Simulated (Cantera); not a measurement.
Charge: 1 mol TiCl₄, 12 mol H₂O, 4 mol H₂, held at 10000 Pa.

Equilibrium computed with Cantera from the NASA thermochemical tables; the gas is ideal and each condensed phase is pure. Candidate condensed phases: H₂O, Ti, TiCl₂, TiCl₃, TiCl₄, TiO, TiO₂, Ti₂O₃, Ti₃O₅, Ti₄O₇; 23 gas species. Condensed phases not in the tables: TiOCl. Gases not in the tables: TiO(OH)₂. Equilibrium is a limit: real reactors are often held back by kinetics, nucleation or transport.

x: gas mole fraction; n: condensed amount in mol.

```
T (°C)  x H₂O  x HCl   x H₂       x H  x Cl      x OH  n TiO₂(rutile)
------  -----  -----  -----  --------  ----  --------  --------------
752     0.556  0.222  0.222   6.49e-9   ___  4.34e-11            1.00
902     0.556  0.222  0.222   1.83e-7   ___   3.18e-9            1.00
1052    0.556  0.222  0.222   2.44e-6   ___   8.89e-8            1.00
1202    0.556  0.222  0.222   1.93e-5   ___   1.27e-6            1.00
1352    0.555  0.222  0.222  0.000105   ___   1.11e-5            1.00
1502    0.555  0.222  0.222  0.000431   ___   6.72e-5           1.000
1652    0.554  0.221  0.222   0.00142   ___  0.000308           1.000
1802    0.552  0.218  0.221   0.00396   ___   0.00113           1.000
```

Task: Some entries are withheld; supply them.

Result: 
- 752, x Cl: 5.98e-9
- 902, x Cl: 1.60e-7
- 1052, x Cl: 2.04e-6
- 1202, x Cl: 1.57e-5
- 1352, x Cl: 8.28e-5
- 1502, x Cl: 0.000331
- 1652, x Cl: 0.00107
- 1802, x Cl: 0.00289
